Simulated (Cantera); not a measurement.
An isothermal, constant-pressure homogeneous reactor starts with CO : O2 : H2O : N2 = 0.018 : 0.003 : 0.00015 : 1 (molar parts), at 900 K and 7500 Torr. Integrator tolerance rtol = 1e-08.

Computed with Cantera and GRI-Mech 3.0 (53 species, 325 reactions).

**Question.** What does this change do: temperature 900 to 1400 K?

**Answer.** 
```csv
quantity,before,after
x(CO) at 6.00 s,0.0176 (gas-phase equilibrium 0.0117),0.0117 (gas-phase equilibrium 0.0117)
x(O2) at 6.00 s,0.00293 (gas-phase equilibrium <1e-12),1.22e-11 (gas-phase equilibrium <1e-12)
x(H2O) at 6.00 s,0.000147 (gas-phase equilibrium 2.69e-5),7.79e-5 (gas-phase equilibrium 7.73e-5)
x(H2) at 6.00 s,1.64e-10 (gas-phase equilibrium 0.000120),6.89e-5 (gas-phase equilibrium 7.00e-5)
x(OH) at 6.00 s,2.04e-12 (gas-phase equilibrium <1e-12),1.71e-10 (gas-phase equilibrium 2.84e-10)
x(NO2) at 6.00 s,<1e-12 (gas-phase equilibrium <1e-12),<1e-12 (gas-phase equilibrium <1e-12)
x(O) at 6.00 s,7.63e-12 (gas-phase equilibrium <1e-12),<1e-12 (gas-phase equilibrium <1e-12)
```
